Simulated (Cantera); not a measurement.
Input: 1 mol SiCl4, 0.92 mol Cl2, 0.45 mol H2, at 6.40 bar.

These are equilibrium values from Cantera (NASA tables, ideal gas, pure condensed phases), not measurements of a reactor. Candidate condensed phases: Si; 19 gas species. Equilibrium is a limit: real reactors are often held back by kinetics, nucleation or transport. All values below are at 1400 K.

Base state: SiCl4 0.421, HCl 0.379, Cl2 0.195, Cl 0.00497 (mole fractions); condensed: gas only.

### Question
What changes in the equilibrium state with this change: pressure from 6.40 bar to 0.100 bar?

### Answer
```tsv
species	before	after
SiCl4	0.421	0.414
HCl	0.379	0.373
Cl2	0.195	0.176
Cl	0.00497	0.0377
SiCl3	2.51e-6	2.08e-5
```
The tables' values for SiCl3 are old estimates; treat these amounts as uncertain.
